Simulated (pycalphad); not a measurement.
CALPHAD calculation (pycalphad, COST 507 light-alloy database (1999)), 1 atm. These are 1990s assessments: newer ones move some temperatures and phases. Amounts are mole fractions of atoms.

**Question.** Give the equilibrium state of Si-18.2Sn (at.%) at 700 K.

**Answer.** diamond (Si), fraction 0.818, with <0.01 Sn at.%; liquid, fraction 0.182, with 99.99 Sn at.%.

**Question.** Give the equilibrium state of Si-18.2Sn (at.%) at 500 K.

**Answer.** diamond (Si), fraction 0.818, with <0.01 Sn at.%; bct (Sn), fraction 0.182, with 100 Sn at.%.
